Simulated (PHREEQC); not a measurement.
# Leach liquor

Consider water at 25 °C with 100 mmol/kgw HCl, 56 mmol/kgw Li2SO4 and 0.17 mmol/kgw MnSO4. Closed to the air; pH follows from the charge balance.

The numbers come from PHREEQC with the ion-association model, phreeqc.dat.

- pH = 1.29
- ionic strength = 0.192 mol/kgw
- activity of water = 0.994
- specific conductance = 30400 µS/cm
- density = 1.003 g/cm³
- total alkalinity = -100 meq/kg

| species | molality | activity | log γ |
|---|---|---|---|
| Li+ | 0.109 | 0.0830 | -0.120 |
| Cl- | 0.1000 | 0.0718 | -0.144 |
| H+ | 0.0644 | 0.0515 | -0.097 |
| HSO4- | 0.0356 | 0.0266 | -0.126 |
| SO4-2 | 0.0179 | 0.00532 | -0.528 |
| LiSO4- | 0.00260 | 0.00193 | -0.130 |
| Mn+2 | 0.000119 | 3.93e-5 | -0.480 |
| MnSO4 | 3.56e-5 | 3.72e-5 | 0.019 |
| MnCl+ | 1.55e-5 | 1.15e-5 | -0.130 |
| MnCl2 | 3.45e-7 | 3.61e-7 | 0.019 |
| MnCl3- | 9.62e-9 | 7.13e-9 | -0.130 |

Precipitation was switched off in this run.
